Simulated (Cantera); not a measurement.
Feed: 1 mol NiS, 7.9 mol H2, 1.4 mol N2, equilibrated at 900 °C and 69.8 Torr.

Method: chemical equilibrium by Gibbs-energy minimisation in Cantera with the NASA 1993 tables (ideal gas, pure condensed phases). Candidate condensed phases: Ni, NiS, NiS2, Ni3S2, Ni3S4, S; 17 gas species. Rates play no part.

Task: What is the equilibrium state?

Result: 
```json
{
  "x(H2)": "0.814",
  "x(N2)": "0.151",
  "x(H2S)": "0.0358",
  "x(S2)": "2.76e-5",
  "x(SH)": "1.46e-5",
  "x(NH3)": "5.75e-6",
  "n(Ni3S2(l))": "0.333 mol",
  "gas_amount": "9.300 mol",
  "log10 activity of Ni(s) (absent)": "-0.55",
  "log10 activity of NiS(s) (absent)": "-0.93",
  "log10 activity of S(l) (absent)": "-3.55"
}
```
